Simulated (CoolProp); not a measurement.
Saturation properties of propylene glycol (Tc = 400.8 °C, pc = 7292 kPa, ω = 0.327).

Computed with CoolProp (reference Helmholtz-energy equation of state, Eisenbach 2021).

```json
[
 {"T (°C)": "260.55", "p (kPa)": "658.8", "vapour density (kg/m³)": "12.28", "enthalpy of vaporisation (kJ/kg)": "612.1"},
 {"T (°C)": "264.35", "p (kPa)": "714.9", "vapour density (kg/m³)": "?", "enthalpy of vaporisation (kJ/kg)": "606.7"},
 {"T (°C)": "268.15", "p (kPa)": "?", "vapour density (kg/m³)": "?", "enthalpy of vaporisation (kJ/kg)": "601.2"},
 {"T (°C)": "271.85", "p (kPa)": "?", "vapour density (kg/m³)": "15.54", "enthalpy of vaporisation (kJ/kg)": "595.8"},
 {"T (°C)": "275.65", "p (kPa)": "904.9", "vapour density (kg/m³)": "16.78", "enthalpy of vaporisation (kJ/kg)": "590.0"},
 {"T (°C)": "279.45", "p (kPa)": "977.2", "vapour density (kg/m³)": "18.12", "enthalpy of vaporisation (kJ/kg)": "584.1"},
 {"T (°C)": "283.25", "p (kPa)": "1054", "vapour density (kg/m³)": "19.54", "enthalpy of vaporisation (kJ/kg)": "?"},
 {"T (°C)": "287.05", "p (kPa)": "1136", "vapour density (kg/m³)": "21.06", "enthalpy of vaporisation (kJ/kg)": "571.9"},
 {"T (°C)": "290.85", "p (kPa)": "1222", "vapour density (kg/m³)": "22.68", "enthalpy of vaporisation (kJ/kg)": "565.5"},
 {"T (°C)": "294.55", "p (kPa)": "1311", "vapour density (kg/m³)": "24.36", "enthalpy of vaporisation (kJ/kg)": "559.2"},
 {"T (°C)": "298.35", "p (kPa)": "1408", "vapour density (kg/m³)": "26.20", "enthalpy of vaporisation (kJ/kg)": "552.5"},
 {"T (°C)": "302.15", "p (kPa)": "1511", "vapour density (kg/m³)": "28.17", "enthalpy of vaporisation (kJ/kg)": "545.6"},
 {"T (°C)": "305.95", "p (kPa)": "1619", "vapour density (kg/m³)": "30.27", "enthalpy of vaporisation (kJ/kg)": "?"},
 {"T (°C)": "309.75", "p (kPa)": "1734", "vapour density (kg/m³)": "?", "enthalpy of vaporisation (kJ/kg)": "531.2"}
]
```

Question: What belongs in the gaps?

Answer: 
- 264.35, vapour density (kg/m³): 13.30
- 268.15, p (kPa): 774.9
- 268.15, vapour density (kg/m³): 14.40
- 271.85, p (kPa): 837.0
- 283.25, enthalpy of vaporisation (kJ/kg): 578.1
- 305.95, enthalpy of vaporisation (kJ/kg): 538.5
- 309.75, vapour density (kg/m³): 32.51

It boils at 188.1 °C under 1 atm.
